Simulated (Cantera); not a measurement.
Charge: 1 mol Si₂H₆, 0.12 mol HCl, 220 mol H₂, equilibrated at 1100 °C and 0.133 bar.

Equilibrium computed with Cantera from the NASA thermochemical tables; the gas is ideal and each condensed phase is pure. Candidate condensed phases: Si; 19 gas species. The feed counts by its element totals alone. Equilibrium is a limit: real reactors are often held back by kinetics, nucleation or transport.

What is the equilibrium state?


- x(H₂): 0.999
- x(HCl): 0.000536
- x(H): 9.12e-6
- n(Si(s)): 2.00 mol
- gas amount: 223.1 mol
